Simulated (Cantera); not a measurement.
A Cantera script and its output.

```python
import numpy as np
import cantera as ct

gas = ct.Solution("gri30.yaml", transport_model="multicomponent")
show = ['H', 'CO2', 'CH3']

rows = []
print(f"{'T/K':>7s}{'rho':>11s}{'cp':>10s}{'mu':>11s}{'lambda':>11s}{'Pr':>7s}" + "".join(f"{'D_' + s:>11s}" for s in show))
for T in [400, 600, 800, 1000, 1200, 1400, 1600, 1800, 2000]:
    gas.TPX = T, 101325, {'NO': 0.72}
    Pr = gas.cp_mass * gas.viscosity / gas.thermal_conductivity
    D = [gas.mix_diff_coeffs_mole[gas.species_index(s)] for s in show]
    rows.append([gas.density, gas.cp_mass, gas.viscosity, gas.thermal_conductivity, Pr, *D])
    print(f"{T:7g}{gas.density:11.4e}{gas.cp_mass:10.1f}{gas.viscosity:11.4e}"
          f"{gas.thermal_conductivity:11.4e}{Pr:7.3f}" + "".join(f"{d:11.4e}" for d in D))
print("SI units: kg/m3, J/kg/K, Pa s, W/m/K, m2/s")
```

Output:

```
    T/K        rho        cp         mu     lambda     Pr        D_H      D_CO2      D_CH3
    400 9.1418e-01     998.6 2.3120e-05 3.2481e-02  0.711 2.0311e-04 2.6097e-05 3.7043e-05
    600 6.0945e-01    1040.9 3.0618e-05 4.5000e-02  0.708 4.0898e-04 5.3282e-05 7.4577e-05
    800 4.5709e-01    1092.2 3.7097e-05 5.7257e-02  0.708 6.6584e-04 8.7318e-05 1.2141e-04
   1000 3.6567e-01    1132.7 4.2948e-05 6.8778e-02  0.707 9.6842e-04 1.2745e-04 1.7657e-04
   1200 3.0473e-01    1159.2 4.8363e-05 7.9307e-02  0.707 1.3132e-03 1.7319e-04 2.3942e-04
   1400 2.6119e-01    1181.0 5.3449e-05 8.9329e-02  0.707 1.6974e-03 2.2416e-04 3.0948e-04
   1600 2.2854e-01    1198.6 5.8275e-05 9.8884e-02  0.706 2.1192e-03 2.8009e-04 3.8637e-04
   1800 2.0315e-01    1212.8 6.2887e-05 1.0801e-01  0.706 2.5767e-03 3.4075e-04 4.6978e-04
   2000 1.8284e-01    1224.0 6.7318e-05 1.1672e-01  0.706 3.0686e-03 4.0596e-04 5.5946e-04
SI units: kg/m3, J/kg/K, Pa s, W/m/K, m2/s
```

Cantera simulation using GRI-Mech 3.0 (53 species, 325 reactions); the numbers are that mechanism's predictions, not measurements. The composition is frozen, though it would react at the higher temperatures.
